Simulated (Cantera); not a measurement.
Adiabatic ignition

An adiabatic, constant-pressure homogeneous reactor starts with CO : H₂ : CH₄ : O₂ : N₂ = 1 : 0.059 : 0.063 : 0.345 : 1.3 (molar parts), equivalence ratio 1.9, at 1698 K and 1500 Torr.

Model: GRI-Mech 3.0 (53 species, 325 reactions), integrated in Cantera.

| t (s) | T (K) | x CO | x H₂ | x CH₄ | x CH₃ | x CH₂CO | x HCN |
|---|---|---|---|---|---|---|---|
| 2.00e-6 | 1698 | 0.361 | 0.0213 | 0.0228 | 8.34e-6 | 4.86e-10 | <1e-12 |
| 7.19e-6 | 1698 | 0.361 | 0.0213 | 0.0226 | 0.000143 | 3.26e-8 | <1e-12 |
| 2.58e-5 | 2129 | 0.303 | 0.0104 | <1e-12 | 2.65e-12 | 2.46e-11 | 1.04e-8 |
| 9.28e-5 | 2706 | 0.267 | 0.0124 | <1e-12 | <1e-12 | <1e-12 | 9.50e-10 |
| 0.000334 | 2918 | 0.257 | 0.0115 | <1e-12 | <1e-12 | <1e-12 | 1.13e-8 |
| 0.00120 | 2912 | 0.258 | 0.0117 | <1e-12 | <1e-12 | <1e-12 | 1.89e-8 |
| 0.00431 | 2912 | 0.258 | 0.0117 | <1e-12 | <1e-12 | <1e-12 | 1.96e-8 |
| 0.0155 | 2912 | 0.258 | 0.0117 | <1e-12 | <1e-12 | <1e-12 | 1.96e-8 |
| 0.0557 | 2912 | 0.258 | 0.0117 | <1e-12 | <1e-12 | <1e-12 | 1.96e-8 |
| 0.200 | 2912 | 0.258 | 0.0117 | <1e-12 | <1e-12 | <1e-12 | 1.96e-8 |
x: mole fraction; the columns are a selection and need not sum to one.

| Quantity | Value |
|---|---|
| time of steepest temperature rise | 21.9 µs |
| temperature at 0.200 s | 2912 K |
| equilibrium temperature | 2912 K |
| x(CO) at 0.200 s | 0.258 (gas-phase equilibrium 0.258) |
| x(H₂) at 0.200 s | 0.0117 (gas-phase equilibrium 0.0117) |
| x(CH₄) at 0.200 s | <1e-12 (gas-phase equilibrium <1e-12) |
